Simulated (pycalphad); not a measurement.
Computed with pycalphad from the COST 507 light-alloy database (1999), at 1 atm. These are 1990s assessments: newer ones move some temperatures and phases. Phase fractions are per mole of atoms.

### Question
Give the equilibrium state of Si-5.43Sn (at.%) at 1025 K.

### Answer
```
T = 1025.00 K, P = 101325 Pa, N = 1 mol of atoms
G = -33941 J/mol, H = 18179 J/mol, S = 50.85 J/(mol K)  (SER reference)
chemical potentials (J/mol): Si -31573, Sn -75178
phase             fraction      x(Si)      x(Sn)
DIAMOND_A4          0.9455     1.0000   4.33e-07
LIQUID              0.0545     0.0044     0.9956
```

### Question
Give the equilibrium state of Si-5.43Sn (at.%) at 500 K.

### Answer
```
T = 500.00 K, P = 101325 Pa, N = 1 mol of atoms
G = -11514 J/mol, H = 4514 J/mol, S = 32.06 J/(mol K)  (SER reference)
chemical potentials (J/mol): Si -10615, Sn -27180
phase             fraction      x(Si)      x(Sn)
DIAMOND_A4          0.9457     1.0000   1.89e-07
BCT_A5              0.0543       none     1.0000
```

DIAMOND_A4 is diamond (Si); BCT_A5 is bct (Sn). An entry "none" or "no" means that the model of the phase leaves that element out.
